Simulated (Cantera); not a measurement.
Input (Python, Cantera) and output of one run.

```python
import numpy as np
import cantera as ct

gas_names = """
    C CN CO CO2 C2 CCN CNC C2N2 C2O C3 C3O2 C4 C4N2 C5 N NCO NO NO2 NO3 N2 N2O O O2 O3 Si SiC SiC2 SiN
    SiO SiO2 Si2 Si2C Si2N Si3
""".split()
cond_names = """
    C(gr) Si(cr) Si(L) SiC(b) SiO2(Lqz) SiO2(hqz) SiO2(L) Si2N2O(s) Si3N4(a)
""".split()


def load(file, names, dense=False):
    # The tables refer to 1 bar. Condensed volumes are neglected.
    table = {s.name: s for s in ct.Species.list_from_file(file)}
    out = []
    for n in names:
        d = dict(table[n].input_data)
        d["thermo"] = dict(d["thermo"], **{"reference-pressure": 1e5})
        if dense:
            d["equation-of-state"] = {"model": "constant-volume", "density": "1e6 g/cm^3"}
        out.append(ct.Species.from_dict(d))
    return out


gas = ct.Solution(thermo="ideal-gas", species=load("nasa_gas.yaml", gas_names))
cond = {s.name: ct.Solution(thermo="fixed-stoichiometry", species=[s], name=s.name)
        for s in load("nasa_condensed.yaml", cond_names, dense=True)}
atoms = {
    'Si3N4': {'Si': 3, 'N': 4},
    'CO2': {'C': 1, 'O': 2},
    'N2': {'N': 2},
}
top_T = {'C(gr)': 4500, 'SiC(b)': 3050, 'Si2N2O(s)': 2100, 'Si3N4(a)': 2400}  # K; cautious upper limits of use, not melting points


def equilibrate(T, P, feed):
    n = {}
    for name, mol in feed.items():
        for a, k in atoms[name].items():
            n[a] = n.get(a, 0.0) + k * mol
    gas.TPX = T, P, n
    mass = sum(n.values()) * gas.mean_molecular_weight
    gas.equilibrate("TP")
    valid = [c for c in cond.values() if c.min_temp <= T <= top_T.get(c.name, c.max_temp)]
    mix = ct.Mixture([(gas, mass / gas.mean_molecular_weight)] + [(c, 0.0) for c in valid])
    mix.T, mix.P = T, P
    mix.equilibrate("TP", solver="vcs", rtol=1e-11, max_steps=5000)
    return mix


results = []
T = 2148  # K
P = 860  # Pa
for m in [0.5, 0.68, 0.92, 1.3, 1.7, 2.3, 3.2, 4.3]:
    feed = {'Si3N4': 1, 'CO2': m, 'N2': 62}  # mol
    mix = equilibrate(T, P, feed)
    results.append((T, P, feed, dict(zip(mix.species_names, mix.species_moles))))
    x = sorted(zip(gas.X, gas.species_names), reverse=True)
    print(f"T = {T:g} K  P = {P:g} Pa  n(CO2) = {m:g} mol  gas = {mix.phase_moles(0):.4g} mol")
    print("   x: " + "  ".join(f"{s} {v:.3e}" for v, s in x if v > 0.001))
    print("   condensed (mol): " + ("  ".join(f"{mix.phase(i).name} {mix.phase_moles(i):.4g}"
          for i in range(1, mix.n_phases) if mix.phase_moles(i) > 1e-12) or "none"))
```

Output:

```
T = 2148 K  P = 860 Pa  n(CO2) = 0.5 mol  gas = 66.86 mol
   x: N2 9.568e-01  Si 2.558e-02  SiO 9.066e-03  CO 5.892e-03  Si2C 1.250e-03
   condensed (mol): Si(L) 0.3355  SiC(b) 0.02008
T = 2148 K  P = 860 Pa  n(CO2) = 0.68 mol  gas = 67.23 mol
   x: N2 9.515e-01  Si 2.558e-02  SiO 1.226e-02  CO 7.969e-03  Si2C 1.250e-03
   condensed (mol): Si(L) 0.06855  SiC(b) 0.05781
T = 2148 K  P = 860 Pa  n(CO2) = 0.92 mol  gas = 67.58 mol
   x: N2 9.466e-01  Si 2.375e-02  SiO 1.552e-02  CO 1.170e-02  Si2C 1.160e-03
   condensed (mol): SiC(b) 0.04799
T = 2148 K  P = 860 Pa  n(CO2) = 1.3 mol  gas = 68.11 mol
   x: N2 9.394e-01  Si 2.059e-02  SiO 2.003e-02  CO 1.814e-02
   condensed (mol): none
T = 2148 K  P = 860 Pa  n(CO2) = 1.7 mol  gas = 68.59 mol
   x: N2 9.329e-01  SiO 2.530e-02  CO 2.428e-02  Si 1.641e-02
   condensed (mol): none
T = 2148 K  P = 860 Pa  n(CO2) = 2.3 mol  gas = 69.27 mol
   x: N2 9.238e-01  SiO 3.330e-02  CO 3.310e-02  Si 9.410e-03
   condensed (mol): none
T = 2148 K  P = 860 Pa  n(CO2) = 3.2 mol  gas = 70.21 mol
   x: N2 9.116e-01  CO 4.294e-02  SiO 4.267e-02  CO2 2.643e-03
   condensed (mol): none
T = 2148 K  P = 860 Pa  n(CO2) = 4.3 mol  gas = 71.27 mol
   x: N2 8.978e-01  CO 4.487e-02  SiO 4.053e-02  CO2 1.547e-02
   condensed (mol): SiO2(L) 0.08894
```

These are equilibrium values from Cantera (NASA tables, ideal gas, pure condensed phases), not measurements of a reactor. Mutual solubility and eutectic melting of coexisting phases are not modelled. The tables' values for SiN, SiO2 are old estimates; treat these amounts as uncertain. The tables hold silica as quartz up to 1696 K and as liquid above; real silica turns to tridymite and cristobalite and melts near 1996 K.
